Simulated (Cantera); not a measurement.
A Cantera script and what it prints.

```python
import numpy as np
import cantera as ct

gas_names = [...]  # 113 gases of nasa_gas.yaml made of C, Cu, H, O
cond_names = """
    C(gr) C6H6(L) C7H8(L) C8H18(L),n-octa Cu(cr) Cu(L) CuO(s) CuO2H2(s) Cu2O(s) Cu2O(L) H2O(s) H2O(L)
""".split()


# ... load() reads the species with a 1 bar reference pressure and builds the phases ...
atoms = {
    'CuO': {'Cu': 1, 'O': 1},
    'C': {'C': 1},
    'H2': {'H': 2},
}
top_T = {'C(gr)': 4500, 'CuO(s)': 1390}  # K; cautious upper limits of use, not melting points


# ... equilibrate(T, P, feed) seeds the gas with the atoms and calls Mixture.equilibrate('TP', solver="vcs", rtol=1e-11, max_steps=5000) ...
results = []
feed = {'CuO': 1, 'C': 1.5, 'H2': 7.9}  # mol
T = 2373.15  # K
P = 420000  # Pa
mix = equilibrate(T, P, feed)
results.append((T, P, feed, dict(zip(mix.species_names, mix.species_moles))))
x = sorted(zip(gas.X, gas.species_names), reverse=True)
print(f"T = {T:g} K  P = {P:g} Pa  gas = {mix.phase_moles(0):.4g} mol")
print("   x: " + "  ".join(f"{s} {v:.3e}" for v, s in x if v > 1e-06))
print("   condensed (mol): " + ("  ".join(f"{mix.phase(i).name} {mix.phase_moles(i):.4g}"
      for i in range(1, mix.n_phases) if mix.phase_moles(i) > 1e-12) or "none"))
```

Output:

```
T = 2373.15 K  P = 420000 Pa  gas = 9.095 mol
   x: H2 8.588e-01  CO 1.099e-01  Cu 1.872e-02  H 6.320e-03  C2H2,acetylene 5.287e-03  CH4 5.777e-04  Cu2 2.201e-04  CH3 7.866e-05  C2H4 2.226e-05  H2O 1.344e-05  C4H2 1.337e-05  C2H2,vinylidene 2.619e-06  C2H 2.102e-06  C2H3,vinyl 1.560e-06  C3H3,propargyl 1.423e-06  CH2 1.150e-06
   condensed (mol): C(gr) 0.3969  Cu(L) 0.8257
```

Equilibrium computed with Cantera from the NASA thermochemical tables; the gas is ideal and each condensed phase is pure.
